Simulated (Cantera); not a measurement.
# Pb + CO2 + N2 (metals in furnace atmospheres)

Charge: 1 mol Pb, 0.024 mol CO2, 2.6 mol N2, at 0.000440 bar.

Method: chemical equilibrium by Gibbs-energy minimisation in Cantera with the NASA 1993 tables (ideal gas, pure condensed phases). Candidate condensed phases: C, Pb, PbO, PbO2, Pb3O4; 27 gas species. Rates play no part.

From 850 K to 1000 K the condensed part is Pb(l). From 1150 K to 1900 K nothing is condensed. The main Pb-bearing gas is Pb throughout.

```
T (K)   x N2      x Pb    x CO2      x CO     x PbO      x O2  n Pb(l)
-----  -----  --------  -------  --------  --------  --------  -------
850    0.990  0.000723  0.00914   6.74e-7   6.74e-7    <1e-12    0.998
1000   0.954    0.0368  0.00878   2.50e-5   2.50e-5  1.04e-12    0.900
1150   0.717     0.276  0.00642  0.000199  0.000199  6.15e-11        0
1300   0.717     0.275  0.00612  0.000498  0.000498   8.05e-9        0
1450   0.717     0.275  0.00562   0.00100  0.000998   3.64e-7        0
1600   0.717     0.274  0.00491   0.00171   0.00168   7.45e-6        0
1750   0.717     0.274  0.00400   0.00263   0.00238   7.68e-5        0
1900   0.717     0.273  0.00280   0.00382   0.00259  0.000366        0
```
x: gas mole fraction; n: condensed amount in mol.
